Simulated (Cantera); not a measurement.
A freely propagating, adiabatic, planar premixed flame of 8.25 % CH4, 0.256 % H2, 16.7 % O2, 74.8 % N2, equivalence ratio 1.00, unburnt at 600 K and 110000 Pa; multicomponent transport, grid criteria slope 0.08 and curve 0.16, no radiation.

Computed with Cantera and GRI-Mech 3.0 (53 species, 325 reactions). Burning velocities carry a grid error of a few per cent, more on coarse grids.

Question: Predict: laminar burning velocity; thermal thickness; peak x(HCN); peak x(C2H2); peak x(HO2).

Answer: 
```
Property                     Result
------------------------  ---------
laminar burning velocity  97.9 cm/s
thermal thickness          0.377 mm
peak x(HCN)                 3.65e-6
peak x(C2H2)               0.000119
peak x(HO2)                0.000149
```
